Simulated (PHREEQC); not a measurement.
# Copper plating or etch bath: speciation

Solution (20 °C): 2.6 mmol/kgw Cu(NO3)2, 190 mmol/kgw HNO3 and 0.09 mmol/kgw FeCl3. Closed to the air; pH follows from the charge balance.

The numbers come from PHREEQC with the ion-association model, wateq4f.dat.

| Item | Result |
|---|---|
| pH | 0.82 |
| ionic strength | 0.198 mol/kgw |
| activity of water | 0.993 |
| total alkalinity | -190 meq/kg |

```tsv
species	molality	activity	log γ
NO3-	0.195	0.136	-0.157
H+	0.190	0.152	-0.097
Cu+2	0.00260	0.000860	-0.480
Cl-	0.000269	0.000192	-0.146
Fe+3	8.86e-5	1.18e-5	-0.876
FeOH+2	1.22e-6	3.69e-7	-0.521
CuCl+	4.82e-7	3.47e-7	-0.142
FeCl+2	1.93e-7	5.82e-8	-0.521
```

No solid was allowed to form.
